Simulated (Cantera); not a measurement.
Premixed flame

A freely propagating, adiabatic, planar premixed flame of 11.2 % CH4, 18.7 % O2, 70.1 % N2, unburnt at 375 K and 0.200 bar; mixture-averaged transport, grid criteria slope 0.08 and curve 0.16, no radiation.

Model: GRI-Mech 3.0 (53 species, 325 reactions), integrated in Cantera. Burning velocities carry a grid error of a few per cent, more on coarse grids.

```json
[
 {"z (mm)": "-4.76", "T (K)": "375", "u (m/s)": "0.744", "x CH4": "0.112", "x O2": "0.187", "x HCN": "<1e-8", "x C2H6": "<1e-8", "x CO2": "<1e-8", "x N2O": "<1e-8"},
 {"z (mm)": "-3.17", "T (K)": "376", "u (m/s)": "0.747", "x CH4": "0.111", "x O2": "0.186", "x HCN": "<1e-8", "x C2H6": "1.11e-7", "x CO2": "3.99e-7", "x N2O": "<1e-8"},
 {"z (mm)": "-2.38", "T (K)": "381", "u (m/s)": "0.759", "x CH4": "0.111", "x O2": "0.185", "x HCN": "<1e-8", "x C2H6": "1.77e-6", "x CO2": "5.73e-6", "x N2O": "<1e-8"},
 {"z (mm)": "-1.59", "T (K)": "445", "u (m/s)": "0.895", "x CH4": "0.106", "x O2": "0.180", "x HCN": "7.61e-8", "x C2H6": "6.38e-5", "x CO2": "0.000180", "x N2O": "<1e-8"},
 {"z (mm)": "-0.794", "T (K)": "916", "u (m/s)": "1.89", "x CH4": "0.0744", "x O2": "0.144", "x HCN": "1.56e-6", "x C2H6": "0.00121", "x CO2": "0.00384", "x N2O": "<1e-8"},
 {"z (mm)": "-0.397", "T (K)": "1348", "u (m/s)": "2.81", "x CH4": "0.0405", "x O2": "0.0999", "x HCN": "4.17e-6", "x C2H6": "0.00120", "x CO2": "0.0104", "x N2O": "<1e-8"},
 {"z (mm)": "0", "T (K)": "1723", "u (m/s)": "3.64", "x CH4": "0.0107", "x O2": "0.0515", "x HCN": "8.51e-6", "x C2H6": "0.000121", "x CO2": "0.0208", "x N2O": "<1e-8"},
 {"z (mm)": "0.397", "T (K)": "1886", "u (m/s)": "3.99", "x CH4": "0.00111", "x O2": "0.0227", "x HCN": "9.39e-6", "x C2H6": "1.13e-6", "x CO2": "0.0324", "x N2O": "<1e-8"},
 {"z (mm)": "0.794", "T (K)": "1923", "u (m/s)": "4.06", "x CH4": "6.33e-5", "x O2": "0.0117", "x HCN": "5.68e-6", "x C2H6": "<1e-8", "x CO2": "0.0420", "x N2O": "1.00e-8"},
 {"z (mm)": "1.59", "T (K)": "1943", "u (m/s)": "4.08", "x CH4": "1.81e-7", "x O2": "0.00682", "x HCN": "1.47e-6", "x C2H6": "<1e-8", "x CO2": "0.0521", "x N2O": "<1e-8"},
 {"z (mm)": "3.17", "T (K)": "1961", "u (m/s)": "4.11", "x CH4": "<1e-8", "x O2": "0.00564", "x HCN": "1.33e-7", "x C2H6": "<1e-8", "x CO2": "0.0569", "x N2O": "<1e-8"},
 {"z (mm)": "6.35", "T (K)": "1986", "u (m/s)": "4.15", "x CH4": "<1e-8", "x O2": "0.00495", "x HCN": "<1e-8", "x C2H6": "<1e-8", "x CO2": "0.0579", "x N2O": "<1e-8"},
 {"z (mm)": "12.7", "T (K)": "2021", "u (m/s)": "4.22", "x CH4": "<1e-8", "x O2": "0.00404", "x HCN": "<1e-8", "x C2H6": "<1e-8", "x CO2": "0.0584", "x N2O": "<1e-8"}
]
```
x: mole fraction of selected species; z is measured from the peak of heat release.

The laminar burning velocity comes out as 74.3 cm/s. The thermal thickness is 1.59 mm. The peak x(HCN) is 9.93e-6. The peak x(C2H6) is 0.00151 and the grid points comes out as 160.
